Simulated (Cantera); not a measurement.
## Thermodynamics of iron carbonyl, mercury and lead vapours, feed Pb + O2 + H2

Charge: 1 mol Pb, 0.059 mol O2, 4.7 mol H2, at 1123 K and 63.0 mbar.

Method: chemical equilibrium by Gibbs-energy minimisation in Cantera with the NASA 1993 tables (ideal gas, pure condensed phases). Candidate condensed phases: H2O, Pb, PbO, PbO2, Pb3O4; 12 gas species. Rates play no part.

| Property | Value |
|---|---|
| x(H2) | 0.972 |
| x(H2O) | 0.0250 |
| x(Pb) | 0.00290 |
| n(Pb(l)) | 0.986 mol |
| gas amount | 4.714 mol |
| log10 activity of PbO2(s) (absent) | -17.91 |
